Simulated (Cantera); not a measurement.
What does this Cantera script print?

```python
import numpy as np
import cantera as ct

gas_names = """
    VO2 N2 NO2
""".split()
cond_names = """
    V2O3(s) V2O3(L)
""".split()


# ... load() reads the species with a 1 bar reference pressure and builds the phases ...
species = {s.name: s for s in load("nasa_gas.yaml", gas_names) + load("nasa_condensed.yaml", cond_names)}
# Each term lists the table entries of one substance; the one whose range holds T is used.
reactions = {
    '8 VO2(g) + N2(g) = 4 V2O3 + 2 NO2(g)':
        [(-8, ['VO2']), (-1, ['N2']), (4, ['V2O3(s)', 'V2O3(L)']), (2, ['NO2'])],
}


def pick(names, T):
    return next(species[n] for n in names if species[n].thermo.min_temp <= T <= species[n].thermo.max_temp)


results = []
for label, terms in reactions.items():
    print(label)
    print("     T/K   dH/kJ  dS/(J/K)   dG/kJ   log10 K")
    for T in [1075, 1175, 1275, 1375, 1475, 1575]:
        used = [(nu, pick(names, T)) for nu, names in terms]
        dH = sum(nu * s.thermo.h(T) for nu, s in used) / 1e6
        dS = sum(nu * s.thermo.s(T) for nu, s in used) / 1e3
        dG = dH - T * dS / 1e3
        logK = -dG * 1e6 / (ct.gas_constant * T * np.log(10))
        results.append((label, T, dH, dS, dG, logK, [s.name for _, s in used]))
        print(f"{T:8g} {dH:8.1f} {dS:8.1f} {dG:8.1f} {logK:8.2f}")
```

Result:

```
8 VO2(g) + N2(g) = 4 V2O3 + 2 NO2(g)
     T/K   dH/kJ  dS/(J/K)   dG/kJ   log10 K
    1075  -2823.0  -1245.7  -1483.8    72.10
    1175  -2803.8  -1228.7  -1360.1    60.46
    1275  -2783.6  -1212.2  -1238.0    50.72
    1375  -2762.2  -1196.1  -1117.6    42.46
    1475  -2739.7  -1180.3   -998.8    35.37
    1575  -2716.1  -1164.8   -881.6    29.24
```

Source: NASA polynomial tables (part measured, part estimated), evaluated in Cantera. Condensed species are held in their standard states even where they would react or evaporate.
